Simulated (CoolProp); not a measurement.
A simple Rankine cycle with R123: condensing at 292.15 K, boiler at 0.831 MPa, turbine inlet 499 K, turbine efficiency 0.8, pump efficiency 0.6, no recuperator. Each further row changes one setting.

Values from CoolProp's reference Helmholtz-energy equation of state, Younglove 1994. It is a modified Benedict-Webb-Rubin equation, recast in Helmholtz form.

```csv
case,thermal efficiency (%),net work (kJ/kg),heat in (kJ/kg),turbine exit temperature (K),volume ratio over the turbine
as stated,…,46.5,329,436.5,10.5
condensing temperature 284.15 K,15.5,…,…,…,14.3
boiler pressure 0.582 MPa,12.3,40.7,331,446.1,7.40
turbine efficiency 0.7,12.3,…,329,443.7,10.7
```

**Question.** Complete the blanks.

**Answer.** 
- as stated, thermal efficiency (%): 14.1
- condensing temperature 284.15 K, net work (kJ/kg): 52.2
- condensing temperature 284.15 K, heat in (kJ/kg): 337
- condensing temperature 284.15 K, turbine exit temperature (K): 429.1
- turbine efficiency 0.7, net work (kJ/kg): 40.6
